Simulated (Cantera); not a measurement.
# Adiabatic ignition

An adiabatic, constant-volume homogeneous reactor starts with CO : H2 : O2 : N2 : CO2 = 1 : 0.15 : 0.359 : 1.55 : 0.27 (molar parts), equivalence ratio 1.6, at 1675 K and 1.00 bar.

Computed with Cantera and GRI-Mech 3.0 (53 species, 325 reactions).

| t (s) | T (K) | P (bar) | x CO | x H2 | x O2 | x OH | x H2O | x HO2 |
|---|---|---|---|---|---|---|---|---|
| 4.00e-6 | 1675 | 1.00 | 0.300 | 0.0450 | 0.108 | 2.79e-6 | 5.89e-6 | 5.98e-7 |
| 1.39e-5 | 1682 | 1.00 | 0.298 | 0.0355 | 0.101 | 0.00212 | 0.00580 | 1.87e-5 |
| 4.80e-5 | 2049 | 1.20 | 0.232 | 0.00643 | 0.0423 | 0.00974 | 0.0209 | 7.06e-6 |
| 0.000167 | 2547 | 1.44 | 0.216 | 0.00555 | 0.0341 | 0.0124 | 0.0305 | 3.38e-6 |
| 0.000577 | 2833 | 1.58 | 0.197 | 0.00467 | 0.0240 | 0.0114 | 0.0354 | 4.02e-6 |
| 0.00200 | 2828 | 1.57 | 0.197 | 0.00472 | 0.0218 | 0.0109 | 0.0358 | 3.73e-6 |
| 0.00693 | 2827 | 1.57 | 0.197 | 0.00473 | 0.0215 | 0.0108 | 0.0358 | 3.67e-6 |
| 0.0240 | 2827 | 1.57 | 0.197 | 0.00473 | 0.0215 | 0.0108 | 0.0358 | 3.67e-6 |
| 0.0833 | 2827 | 1.57 | 0.197 | 0.00473 | 0.0215 | 0.0108 | 0.0358 | 3.67e-6 |
| 0.289 | 2827 | 1.57 | 0.197 | 0.00473 | 0.0215 | 0.0108 | 0.0358 | 3.67e-6 |
| 1.00 | 2827 | 1.57 | 0.197 | 0.00473 | 0.0215 | 0.0108 | 0.0358 | 3.67e-6 |
x: mole fraction; the columns are a selection and need not sum to one.

The time of steepest temperature rise is 18.8 µs, the temperature at 1.00 s is 2827 K and the equilibrium temperature is 2827 K. The x(CO) at 1.00 s comes out as 0.197 (gas-phase equilibrium 0.197) and the x(H2) at 1.00 s is 0.00473 (gas-phase equilibrium 0.00473). The x(O2) at 1.00 s is 0.0215 (gas-phase equilibrium 0.0215).
